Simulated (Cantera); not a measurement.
# Premixed flame

A freely propagating, adiabatic, planar premixed flame of 8.59 % CH₄, 0.335 % C₂H₆, 19.2 % O₂, 71.9 % N₂, equivalence ratio 0.96, unburnt at 623 K and 90.0 Torr; mixture-averaged transport, grid criteria slope 0.08 and curve 0.16, no radiation.

Computed with Cantera and GRI-Mech 3.0 (53 species, 325 reactions). Burning velocities carry a grid error of a few per cent, more on coarse grids.

```csv
z (mm),T (K),u (m/s),x CH₄,x C₂H₆,x O₂,x HO₂,x NO₂,x H₂O₂
-6.41,623,1.97,0.0859,0.00335,0.191,5.46e-7,<1e-8,<1e-8
-4.27,624,1.98,0.0857,0.00334,0.191,6.10e-6,<1e-8,6.80e-8
-3.20,628,1.99,0.0852,0.00333,0.190,1.91e-5,<1e-8,2.97e-7
-2.14,665,2.13,0.0825,0.00331,0.187,3.48e-5,<1e-8,8.53e-7
-1.07,966,3.14,0.0630,0.00312,0.163,5.19e-5,<1e-8,1.85e-6
-0.534,1342,4.43,0.0358,0.00146,0.125,0.000149,<1e-8,2.76e-6
0,1706,5.69,0.00989,0.000102,0.0793,0.000122,<1e-8,8.27e-7
0.534,1859,6.23,0.00111,7.00e-7,0.0502,1.89e-5,<1e-8,1.49e-7
1.07,1891,6.32,6.81e-5,<1e-8,0.0384,2.43e-6,<1e-8,6.51e-8
2.14,1910,6.36,2.06e-7,<1e-8,0.0321,1.29e-6,<1e-8,6.02e-8
4.27,1931,6.41,<1e-8,<1e-8,0.0296,1.17e-6,<1e-8,5.58e-8
8.54,1958,6.48,<1e-8,<1e-8,0.0286,1.09e-6,<1e-8,5.01e-8
17.1,2001,6.60,<1e-8,<1e-8,0.0274,9.94e-7,<1e-8,4.26e-8
```
x: mole fraction of selected species; z is measured from the peak of heat release.

| Property | Value |
|---|---|
| laminar burning velocity | 197 cm/s |
| thermal thickness | 2.14 mm |
| peak x(HO₂) | 0.000171 |
| peak x(H₂O₂) | 2.79e-6 |
| grid points | 155 |
